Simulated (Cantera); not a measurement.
An isothermal, constant-pressure homogeneous reactor starts with 1.16 % C2H6, 98.7 % H2, 0.128 % N2, at 1650 K and 0.140 bar.

Computed with Cantera and GRI-Mech 3.0 (53 species, 325 reactions). GRI-Mech 3.0 stops at C3 and has no aromatics, soot or wall deposition, so with more carbon than oxygen in the feed, carbon stays in small species such as C2H2 where larger ones or solid carbon would form.

Task: Predict: x(C2H6) at 200 s; x(H2) at 200 s; x(C2H4) at 200 s; x(H) at 200 s; x(CH2) at 200 s; x(CH3) at 200 s; x(C2H2) at 200 s.

Result: 
```json
{
  "x(C2H6) at 200 s": "4.18e-8 (gas-phase equilibrium 3.92e-8)",
  "x(H2) at 200 s": "0.986 (gas-phase equilibrium 0.986)",
  "x(C2H4) at 200 s": "9.90e-5 (gas-phase equilibrium 9.29e-5)",
  "x(H) at 200 s": "0.000243 (gas-phase equilibrium 0.000243)",
  "x(CH2) at 200 s": "3.22e-9 (gas-phase equilibrium 3.12e-9)",
  "x(CH3) at 200 s": "1.33e-5 (gas-phase equilibrium 1.29e-5)",
  "x(C2H2) at 200 s": "0.00994 (gas-phase equilibrium 0.00933)"
}
```
